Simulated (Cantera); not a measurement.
An adiabatic, constant-pressure homogeneous reactor starts with H₂ : O₂ : N₂ = 1 : 0.455 : 1.71 (molar parts), equivalence ratio 1.1, at 1100 K and 1.01 bar.

Detailed kinetics in Cantera: GRI-Mech 3.0 (53 species, 325 reactions).

**Question.** Predict: time of steepest temperature rise; temperature at 0.200 s; equilibrium temperature; x(H₂) at 0.200 s; x(O₂) at 0.200 s; x(H₂O₂) at 0.200 s; x(H) at 0.200 s; x(N₂O) at 0.200 s; x(H₂O) at 0.200 s; x(HO₂) at 0.200 s.

**Answer.** 
- time of steepest temperature rise = 89.3 µs
- temperature at 0.200 s = 2737 K
- equilibrium temperature = 2737 K
- x(H₂) at 0.200 s = 0.0574 (gas-phase equilibrium 0.0574)
- x(O₂) at 0.200 s = 0.00696 (gas-phase equilibrium 0.00696)
- x(H₂O₂) at 0.200 s = 2.66e-7 (gas-phase equilibrium 2.66e-7)
- x(H) at 0.200 s = 0.0156 (gas-phase equilibrium 0.0156)
- x(N₂O) at 0.200 s = 2.67e-7 (gas-phase equilibrium 2.67e-7)
- x(H₂O) at 0.200 s = 0.282 (gas-phase equilibrium 0.282)
- x(HO₂) at 0.200 s = 3.28e-6 (gas-phase equilibrium 3.28e-6)
